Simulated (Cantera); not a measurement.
Low-pressure radical oxidation in H2/O2

An isothermal, constant-pressure homogeneous reactor starts with 0.695 % H2, 99.3 % O2, equivalence ratio 0.0035, at 1200 K and 7.50 Torr.

Computed with Cantera and GRI-Mech 3.0 (53 species, 325 reactions). Radical loss at walls, strong at low pressure, is not modelled.

| t (s) | x H2 | x O2 | x HO2 | x H2O | x H | x O | x H2O2 |
|---|---|---|---|---|---|---|---|
| 0.00100 | 0.00695 | 0.993 | 4.77e-9 | 4.10e-9 | 9.38e-10 | 7.90e-9 | <1e-12 |
| 0.00188 | 0.00695 | 0.993 | 9.01e-9 | 2.14e-8 | 2.55e-9 | 2.78e-8 | 3.47e-12 |
| 0.00355 | 0.00695 | 0.993 | 1.73e-8 | 1.79e-7 | 1.48e-8 | 1.81e-7 | 1.21e-11 |
| 0.00669 | 0.00694 | 0.993 | 4.27e-8 | 5.06e-6 | 3.77e-7 | 4.70e-6 | 4.50e-11 |
| 0.0126 | 0.00503 | 0.991 | 7.45e-7 | 0.00147 | 0.000131 | 0.00133 | 1.87e-8 |
| 0.0237 | 5.06e-5 | 0.987 | 5.53e-7 | 0.00645 | 0.000250 | 0.00595 | 1.33e-8 |
| 0.0447 | 2.02e-5 | 0.987 | 4.78e-7 | 0.00656 | 0.000202 | 0.00579 | 9.65e-9 |
| 0.0843 | 1.86e-5 | 0.987 | 4.60e-7 | 0.00659 | 0.000178 | 0.00531 | 9.57e-9 |
| 0.159 | 1.60e-5 | 0.988 | 4.28e-7 | 0.00663 | 0.000142 | 0.00456 | 9.43e-9 |
| 0.299 | 1.24e-5 | 0.989 | 3.78e-7 | 0.00669 | 9.61e-5 | 0.00351 | 9.12e-9 |
| 0.563 | 8.23e-6 | 0.991 | 3.06e-7 | 0.00676 | 5.15e-5 | 0.00231 | 8.51e-9 |
| 1.06 | 4.49e-6 | 0.992 | 2.22e-7 | 0.00683 | 2.06e-5 | 0.00125 | 7.41e-9 |
| 2.00 | 2.01e-6 | 0.992 | 1.40e-7 | 0.00688 | 6.18e-6 | 0.000559 | 5.76e-9 |
x: mole fraction; the columns are a selection and need not sum to one.

Equilibrium at this temperature and pressure: H2 8.95e-10, O2 0.993, HO2 3.59e-9, H2O 0.00697, H 5.94e-11, O 2.51e-7, H2O2 1.66e-11 (gas phase only).
